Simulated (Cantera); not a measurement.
A freely propagating, adiabatic, planar premixed flame of H2 : O2 : N2 = 1 : 0.217 : 0.783 (molar parts), equivalence ratio 2.3, unburnt at 598 K and 0.138 atm; mixture-averaged transport, grid criteria slope 0.08 and curve 0.16, no radiation.

Detailed kinetics in Cantera: the H2/O2 subset of GRI-Mech 3.0, which has no nitrogen chemistry. Burning velocities carry a grid error of a few per cent, more on coarse grids.

How do the results move with these cheaper or finer settings: unity-Lewis-number transport; multicomponent transport; multicomponent+Soret transport; grid criteria slope 0.5, curve 1; grid criteria slope 0.25, curve 0.5; grid criteria slope 0.03, curve 0.06?


```tsv
setting	laminar burning velocity	thermal thickness	peak x(HO2)	peak x(O)	grid points
as above	689 cm/s	5.79 mm	4.19e-5	0.00413	142
unity-Lewis-number transport	422 cm/s	5.09 mm	3.84e-5	0.00276	134
multicomponent transport	668 cm/s	5.81 mm	4.19e-5	0.00399	143
multicomponent+Soret transport	650 cm/s	5.73 mm	4.20e-5	0.00398	143
grid criteria slope 0.5, curve 1	812 cm/s	8.85 mm	4.00e-5	0.00347	49
grid criteria slope 0.25, curve 0.5	741 cm/s	6.83 mm	4.16e-5	0.00373	77
grid criteria slope 0.03, curve 0.06	673 cm/s	5.57 mm	4.21e-5	0.00417	320
```
The base run took very roughly 1.4 core-seconds.
Unity Lewis numbers drop preferential diffusion, which matters most where H2 and H carry the flame; Soret adds thermal diffusion.
